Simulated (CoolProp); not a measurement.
A closed Brayton cycle with dry air: compressor inlet 318.15 K and 6.4 MPa, high pressure 19.8 MPa, turbine inlet 720 K, compressor efficiency 0.89, turbine efficiency 0.9, recuperator effectiveness 0 (on enthalpy, no pinch check). Each further row changes one setting.

Computed with CoolProp (reference Helmholtz-energy equation of state, Lemmon 2000). It is a pseudo-pure fit of the blend.

```csv
case,thermal efficiency (%),net work (kJ/kg),compressor to turbine work,compressor exit (K),turbine exit (K)
as stated,16.3,47.5,0.75,456.0,547.9
turbine inlet 670 K,14.4,?,?,456.0,?
compressor inlet 328.15 K,15.5,?,?,470.1,547.9
high pressure 16.8 MPa,?,47.2,0.71,?,570.2
recuperator effectiveness 0.5,?,47.5,0.75,456.0,547.9
```

Task: What belongs in the gaps?

Result: 
- turbine inlet 670 K, net work (kJ/kg): 34.1
- turbine inlet 670 K, compressor to turbine work: 0.81
- turbine inlet 670 K, turbine exit (K): 508.2
- compressor inlet 328.15 K, net work (kJ/kg): 42.7
- compressor inlet 328.15 K, compressor to turbine work: 0.77
- high pressure 16.8 MPa, thermal efficiency (%): 15.0
- high pressure 16.8 MPa, compressor exit (K): 433.2
- recuperator effectiveness 0.5, thermal efficiency (%): 19.5
